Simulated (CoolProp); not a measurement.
Properties of acetone along the isobar 6.56 MPa (Tc = 508.1 K, pc = 4.692 MPa, ω = 0.307).

Model: reference Helmholtz-energy equation of state, Lemmon 2006, in CoolProp. It is a short technical equation, of lower accuracy than the large ones.

```csv
T (K),phase,Z,cp (kJ/(kg K)),isothermal compressibility (1/MPa),expansivity (1/kK),fugacity coefficient
223,liquid,0.2364,2.014,0.0006550,1.190,6.119e-5
228.4,liquid,0.2323,2.018,0.0006820,1.196,9.533e-5
233.8,liquid,0.2284,2.023,0.0007103,1.203,0.0001450
239.2,liquid,0.2247,2.029,0.0007400,1.211,0.0002157
244.7,liquid,0.2211,2.036,0.0007719,1.220,0.0003165
250.1,liquid,0.2178,2.042,0.0008048,1.229,0.0004522
255.5,liquid,0.2146,2.050,0.0008394,1.239,0.0006347
260.9,liquid,0.2116,2.058,0.0008759,1.250,0.0008760
266.3,liquid,0.2087,2.067,0.0009143,1.262,0.001190
271.7,liquid,0.2059,2.076,0.0009550,1.275,0.001594
277.1,liquid,0.2033,2.086,0.0009979,1.289,0.002105
282.5,liquid,0.2008,2.096,0.001043,1.304,0.002745
287.9,liquid,0.1985,2.107,0.001092,1.320,0.003537
293.3,liquid,0.1962,2.118,0.001143,1.337,0.004505
298.8,liquid,0.1940,2.130,0.001198,1.355,0.005701
304.2,liquid,0.1920,2.143,0.001256,1.374,0.007110
```
